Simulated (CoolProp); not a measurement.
Computed with CoolProp (reference Helmholtz-energy equation of state, Lemmon 2006). It is a short technical equation, of lower accuracy than the large ones.

### Question
Give the vapour pressure (MPa), liquid cp (kJ/(kg K)), vapour Z of saturated isopentane at 58.65, 90.05 °C.

### Answer
```csv
T (°C),p (MPa),liquid cp (kJ/(kg K)),vapour Z
58.65,0.263,2.46,0.914
90.05,0.579,2.67,0.852
```
